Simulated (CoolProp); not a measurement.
Vapour-liquid equilibrium of C2F6 (R116) (1) + propane (2) at 6.49 bar; x and y are mole fractions of (1).

Computed with CoolProp (multi-fluid Helmholtz-energy mixture model, Lemmon 2006 and Lemmon 2009; pair parameters Bell 2016).

| x | bubble temperature (°C) | y at the bubble point | dew temperature at overall composition x (°C) | liquid density (mol/L) |
|---|---|---|---|---|
| 0.05 | -6.0 | ? | 8.7 | 11.94 |
| 0.15 | -21.9 | 0.651 | 4.7 | ? |
| 0.25 | ? | 0.722 | 0.4 | 11.77 |
| 0.35 | -29.2 | 0.749 | -4.3 | 11.47 |
| 0.45 | -30.3 | 0.765 | -9.4 | ? |
| 0.55 | -31.2 | 0.783 | -15.2 | 10.88 |
| 0.65 | -32.2 | 0.806 | -21.9 | 10.63 |
| 0.75 | -33.2 | 0.840 | ? | 10.43 |
| 0.85 | -34.0 | 0.888 | -33.4 | ? |
| 0.95 | ? | ? | -34.6 | 10.13 |

Question: Fill in the missing entries.

Answer: 
- 0.05, y at the bubble point: 0.385
- 0.15, liquid density (mol/L): 12.01
- 0.25, bubble temperature (°C): -27.2
- 0.45, liquid density (mol/L): 11.16
- 0.75, dew temperature at overall composition x (°C): -29.3
- 0.85, liquid density (mol/L): 10.26
- 0.95, bubble temperature (°C): -34.7
- 0.95, y at the bubble point: 0.956

No azeotrope shows between x = 0.05 and 0.95.

The pair parameters rest on a limited set of measurements; away from them the model extrapolates. With so large a gap from Raoult's law the liquid may split in two, which this calculation doesn't test in full.
